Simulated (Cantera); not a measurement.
**Thermodynamics of silicon oxide and oxynitride deposition, feed TEOS + NO + H2**

A closed system holds: 1 mol TEOS, 0.16 mol NO, 0.39 mol H2, held at 1975 K.

Method: chemical equilibrium by Gibbs-energy minimisation in Cantera with the NASA 1993 tables (ideal gas, pure condensed phases). Candidate condensed phases: C, C6H6, C7H8, C8H18, H2O, Si, SiC, SiO2, Si2N2O, Si3N4; 151 gas species. The feed counts by its element totals alone. Equilibrium is a limit: real reactors are often held back by kinetics, nucleation or transport.

| P (Pa) | x H2 | x CO | x H | x Si | x N2 | x SiO | x SiC2 | x HCN | n C(graphite) | n SiC(s) |
|---|---|---|---|---|---|---|---|---|---|---|
| 5 | 0.561 | 0.252 | 0.145 | 0.0323 | 0.00453 | 0.00221 | 0.00119 | 0.000673 | 3.41 | 0.387 |
| 17 | 0.631 | 0.267 | 0.0834 | 0.00949 | 0.00480 | 0.00235 | 0.000349 | 0.000734 | 3.03 | 0.803 |
| 59 | 0.668 | 0.275 | 0.0460 | 0.00274 | 0.00492 | 0.00241 | 0.000101 | 0.000765 | 2.93 | 0.918 |
| 210 | 0.688 | 0.278 | 0.0248 | 0.000769 | 0.00498 | 0.00244 | 2.83e-5 | 0.000781 | 2.90 | 0.951 |
| 710 | 0.698 | 0.280 | 0.0136 | 0.000227 | 0.00501 | 0.00246 | 8.36e-6 | 0.000789 | 2.89 | 0.960 |
| 2400 | 0.703 | 0.281 | 0.00741 | 6.72e-5 | 0.00503 | 0.00247 | 2.47e-6 | 0.000794 | 2.89 | 0.963 |
| 8400 | 0.706 | 0.281 | 0.00397 | 1.92e-5 | 0.00504 | 0.00247 | 7.07e-7 | 0.000796 | 2.89 | 0.963 |
| 29000 | 0.707 | 0.282 | 0.00214 | 5.57e-6 | 0.00504 | 0.00247 | 2.05e-7 | 0.000797 | 2.89 | 0.964 |
| 100000 | 0.708 | 0.282 | 0.00115 | 1.61e-6 | 0.00505 | 0.00247 | 5.94e-8 | 0.000798 | 2.88 | 0.964 |
x: gas mole fraction; n: condensed amount in mol.

From 5.00 Pa to 1.00 bar the condensed part is C(graphite) + SiC(s). The main Si-bearing gas is Si at 5.00 Pa and SiO at 1.00 bar.
